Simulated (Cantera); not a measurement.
# Thermodynamics of hydrogen reduction and annealing atmospheres, feed Fe2O3 + H2

Input: 1 mol Fe2O3, 0.34 mol H2, held at 1875 °C and 61.5 Torr.

These are equilibrium values from Cantera (NASA tables, ideal gas, pure condensed phases), not measurements of a reactor. Candidate condensed phases: Fe, FeO, Fe(OH)2, Fe(OH)3, Fe2O3, Fe3O4, H2O; 12 gas species. The tables' stoichiometric FeO is somewhat more stable than real wüstite, so its field is too wide. FeO: taken at fixed stoichiometry. Equilibrium is a limit: real reactors are often held back by kinetics, nucleation or transport.

```
Item                                  Result
--------------------------------  ----------
x(H2O)                                 0.490
x(O2)                                  0.482
x(OH)                                 0.0204
x(O)                                 0.00467
x(H2)                                0.00202
x(H)                                0.000653
x(Fe(OH)2)                          0.000357
x(FeO)                              0.000275
x(Fe)                                4.08e-5
n(FeO(l))                           2.00 mol
gas amount                        0.6763 mol
log10 activity of Fe(l) (absent)       -2.71
```
